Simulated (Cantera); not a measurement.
Feed: 1 mol SiF4, 1.1 mol NO, 1.7 mol H2, equilibrated at 848 K and 0.623 Torr.

Equilibrium computed with Cantera from the NASA thermochemical tables; the gas is ideal and each condensed phase is pure. Candidate condensed phases: H2O, Si, SiO2, Si2N2O, Si3N4; 58 gas species. The numbers say what is thermodynamically allowed, not how fast it happens.

Base state: HF 0.428, SiF4 0.168, H2 0.165, N2 0.151, H2O 0.0880 (mole fractions); condensed: SiO2(β-quartz).

Question: What changes in the equilibrium state with this change: pressure from 0.623 Torr to 7.50 Torr?

Answer: 
| species | before | after |
|---|---|---|
| HF | 0.428 | 0.318 |
| SiF4 | 0.168 | 0.204 |
| H2 | 0.165 | 0.170 |
| H2O | 0.0880 | 0.153 |
| N2 | 0.151 | 0.156 |
| SiO2(β-quartz), mol | 0.390 | 0.281 |
